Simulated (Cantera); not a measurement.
# Hydrocarbon pyrolysis for carbon deposition

An isothermal, constant-pressure homogeneous reactor starts with 2.68 % C2H4, 96.5 % H2, 0.778 % N2, at 1400 K and 2670 Pa.

Computed with Cantera and GRI-Mech 3.0 (53 species, 325 reactions). GRI-Mech 3.0 was tuned for natural gas; its chemistry of ethylene as a main component is partial and can be far from experiment. GRI-Mech 3.0 stops at C3 and has no aromatics, soot or wall deposition, so with more carbon than oxygen in the feed, carbon stays in small species such as C2H2 where larger ones or solid carbon would form. Radical loss at walls, strong at low pressure, is not modelled.

```
t (s)       x C2H4   x H2       x H    x C2H6     x CH2     x C2H
--------  --------  -----  --------  --------  --------  --------
6.00e-5     0.0268  0.965  3.88e-10  9.24e-12    <1e-12    <1e-12
0.000149    0.0268  0.965   1.03e-9  3.29e-11    <1e-12    <1e-12
0.000369    0.0268  0.965   2.63e-9  9.82e-11    <1e-12    <1e-12
0.000915    0.0268  0.965   6.62e-9  2.87e-10    <1e-12    <1e-12
0.00227     0.0268  0.965   1.65e-8  9.12e-10    <1e-12    <1e-12
0.00563     0.0268  0.965   4.14e-8   3.41e-9    <1e-12    <1e-12
0.0140      0.0267  0.965   1.06e-7   1.50e-8    <1e-12    <1e-12
0.0346      0.0265  0.965   2.94e-7   7.37e-8    <1e-12    <1e-12
0.0859      0.0259  0.965   1.13e-6   4.16e-7  1.37e-12    <1e-12
0.213       0.0237  0.965   7.98e-6   3.02e-6  8.90e-12  2.43e-11
0.529       0.0141  0.966   1.71e-5   3.60e-6  1.18e-11  2.13e-10
1.31       0.00329  0.966   2.03e-5   9.06e-7  4.28e-12  4.65e-10
3.25      0.000551  0.966   3.19e-5   1.72e-7  4.27e-12  8.14e-10
8.06      0.000537  0.966   3.33e-5   1.70e-7  5.82e-12  8.50e-10
20.0      0.000535  0.966   3.32e-5   1.69e-7  8.78e-12  8.45e-10
```
x: mole fraction; the columns are a selection and need not sum to one.

Equilibrium at this temperature and pressure: C2H4 0.000402, H2 0.961, H 2.94e-5, C2H6 2.01e-7, CH2 1.26e-10, C2H 5.64e-10 (gas phase only).
